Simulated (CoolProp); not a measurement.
Model: reference Helmholtz-energy equation of state, Pan 2012, in CoolProp.

Problem. For R236FA, give the phase and the Z, Joule-Thomson coefficient (K/MPa), expansivity (1/kK), conductivity (mW/(m K)) at 400 K and 7.45 bar.

Solution. 
- 400 K and 7.45 bar: gas; Z 0.916, Joule-Thomson coefficient 9.69, expansivity 3.44, conductivity 22.2

Thermal conductivity comes from a separate model (Huber 2003), an estimate that may be off by 10 % or more.
